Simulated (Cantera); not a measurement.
## Ammonia decomposition in nitride growth gas

An isothermal, constant-pressure homogeneous reactor starts with 8.33 % NH3, 91.7 % N2, at 1675 K and 6800 Pa.

Model: the gas-phase N/H chemistry of the illustrative SiF4/NH3 mechanism in the Surface Chemkin manual (1991), integrated in Cantera. Walls and surfaces, which speed up NH3 decomposition in real reactors, are not modelled.

```tsv
t (s)	x NH3	x N	x N2	x H	x NH	x N2H2
0.000200	0.0833	<1e-12	0.917	1.39e-8	5.70e-12	1.01e-12
0.000446	0.0833	<1e-12	0.917	1.39e-8	3.41e-11	7.52e-12
0.000993	0.0833	<1e-12	0.917	1.39e-8	2.18e-10	4.60e-11
0.00221	0.0833	<1e-12	0.917	1.41e-8	1.49e-9	2.56e-10
0.00493	0.0833	7.79e-12	0.917	1.47e-8	9.53e-9	1.41e-9
0.0110	0.0833	5.07e-11	0.917	1.87e-8	4.57e-8	7.85e-9
0.0245	0.0833	2.03e-10	0.917	4.19e-8	1.53e-7	4.17e-8
0.0546	0.0831	1.13e-9	0.917	1.73e-7	3.88e-7	1.72e-7
0.122	0.0826	5.16e-9	0.916	6.23e-7	6.33e-7	2.95e-7
0.271	0.0812	1.57e-8	0.916	1.49e-6	8.08e-7	2.91e-7
0.604	0.0783	3.81e-8	0.915	3.10e-6	9.86e-7	2.64e-7
1.35	0.0725	6.93e-8	0.912	6.00e-6	1.09e-6	2.21e-7
3.00	0.0621	9.46e-8	0.908	1.12e-5	1.07e-6	1.64e-7
```
x: mole fraction; the columns are a selection and need not sum to one.

Equilibrium at this temperature and pressure: NH3 9.57e-8, N 1.20e-11, N2 0.885, H 0.000152, NH 2.60e-11, N2H2 <1e-12 (gas phase only).
